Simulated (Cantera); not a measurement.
A closed system holds: 1 mol Fe2O3, 76 mol H2, held at 750 Torr.

Cantera equilibrium calculation (NASA polynomials, part measured and part estimated; ideal gas, pure solids and liquids). Candidate condensed phases: Fe, FeO, Fe(OH)2, Fe(OH)3, Fe2O3, Fe3O4, H2O; 12 gas species. Equilibrium is a limit: real reactors are often held back by kinetics, nucleation or transport.

x: gas mole fraction; n: condensed amount in mol.

| T (K) | x H2 | x H2O | x H | x Fe | n Fe(γ) | n Fe(δ) | n Fe(l) |
|---|---|---|---|---|---|---|---|
| 1373 | 0.961 | 0.0395 | 3.26e-6 | ___ | 2.00 | 0 | 0 |
| 1423 | 0.961 | 0.0395 | 6.51e-6 | ___ | 2.00 | 0 | 0 |
| 1473 | 0.961 | 0.0395 | 1.24e-5 | ___ | 2.00 | 0 | 0 |
| 1523 | 0.961 | 0.0395 | 2.27e-5 | ___ | 2.00 | 0 | 0 |
| 1573 | 0.960 | 0.0395 | 3.98e-5 | ___ | 2.00 | 0 | 0 |
| 1623 | 0.960 | 0.0395 | 6.77e-5 | ___ | 2.00 | 0 | 0 |
| 1673 | 0.960 | 0.0395 | 0.000112 | ___ | 0 | 2.00 | 0 |
| 1723 | 0.960 | 0.0395 | 0.000179 | ___ | 0 | 2.00 | 0 |
| 1773 | 0.960 | 0.0395 | 0.000279 | ___ | 0 | 2.00 | 0 |
| 1823 | 0.960 | 0.0395 | 0.000425 | ___ | 0 | 0 | 2.00 |
| 1873 | 0.960 | 0.0395 | 0.000632 | ___ | 0 | 0 | 1.99 |

### Question
Complete the blanks.

### Answer

- 1373, x Fe: 7.80e-9
- 1423, x Fe: 2.67e-8
- 1473, x Fe: 8.36e-8
- 1523, x Fe: 2.43e-7
- 1573, x Fe: 6.57e-7
- 1623, x Fe: 1.67e-6
- 1673, x Fe: 4.01e-6
- 1723, x Fe: 9.13e-6
- 1773, x Fe: 1.98e-5
- 1823, x Fe: 4.07e-5
- 1873, x Fe: 7.91e-5
